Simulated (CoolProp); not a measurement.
Model: reference Helmholtz-energy equation of state, Platzer 1990, in CoolProp. This equation is an older, rougher fit.

**Question.** For c-C4F8 (RC318), give the phase and the cp (kJ/(kg K)), cv (kJ/(kg K)), speed of sound (m/s), conductivity (mW/(m K)) at 112.15 °C and 0.101 MPa; 123.55 °C and 0.101 MPa; 226.85 °C and 0.101 MPa.

**Answer.** 
- 112.15 °C and 0.101 MPa: gas; cp 0.911, cv 0.867, speed of sound 128, conductivity 18.1
- 123.55 °C and 0.101 MPa: gas; cp 0.926, cv 0.882, speed of sound 130, conductivity 18.9
- 226.85 °C and 0.101 MPa: gas; cp 1.04, cv 0.995, speed of sound 147, conductivity 26.1

Thermal conductivity comes from a separate model (Huber 2003), an estimate that may be off by 10 % or more.
